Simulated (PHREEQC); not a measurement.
A solution holds 0.062 mol/kgw H2SO4, 0.00054 mol/kgw H4SiO4 and 0.00011 mol/kgw H3BO3, at 25 °C. Closed to the air; pH follows from the charge balance.

Equilibrium calculation in PHREEQC: ion-association model, wateq4f.dat.

Q: The ionic strength comes out as 0.0926 mol/kgw. What activity coefficients do SO4-2, HSO4-, H+ get?

A: SO4-2 0.38, HSO4- 0.78, H+ 0.83.

Precipitation was switched off in this run. Saturation is exceeded, for instance for Quartz (slow to form), Chalcedony (slow to form); the values hold only as long as no solid forms.
